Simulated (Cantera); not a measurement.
Adiabatic ignition

An adiabatic, constant-pressure homogeneous reactor starts with 3.05 % CH4, 11.5 % O2, 85.0 % N2, 0.487 % CO2, equivalence ratio 0.53, at 1700 K and 2.00 bar.

Computed with Cantera and GRI-Mech 3.0 (53 species, 325 reactions).

```tsv
t (s)	T (K)	x CH4	x O2	x H2	x NO	x H2O2	x HO2
2.00e-6	1700	0.0305	0.115	4.75e-7	<1e-12	2.57e-9	4.64e-7
7.52e-6	1700	0.0304	0.115	2.14e-6	<1e-12	1.24e-8	1.65e-6
2.83e-5	1700	0.0304	0.115	1.18e-5	3.65e-12	4.17e-8	4.90e-6
0.000106	1704	0.0287	0.114	0.000342	1.00e-10	3.03e-7	2.52e-5
0.000399	2271	<1e-12	0.0535	0.00105	0.000100	9.34e-8	3.25e-6
0.00150	2314	<1e-12	0.0532	0.000407	0.000282	8.74e-8	2.76e-6
0.00565	2313	<1e-12	0.0530	0.000404	0.000831	8.70e-8	2.74e-6
0.0212	2309	<1e-12	0.0521	0.000399	0.00260	8.56e-8	2.67e-6
0.0798	2302	<1e-12	0.0503	0.000390	0.00618	8.27e-8	2.55e-6
0.300	2298	<1e-12	0.0495	0.000386	0.00786	8.14e-8	2.49e-6
```
x: mole fraction; the columns are a selection and need not sum to one.

- time of steepest temperature rise = 0.172 ms
- temperature at 0.300 s = 2298 K
- equilibrium temperature = 2298 K
- x(CH4) at 0.300 s = <1e-12 (gas-phase equilibrium <1e-12)
- x(O2) at 0.300 s = 0.0495 (gas-phase equilibrium 0.0495)
- x(H2) at 0.300 s = 0.000386 (gas-phase equilibrium 0.000386)
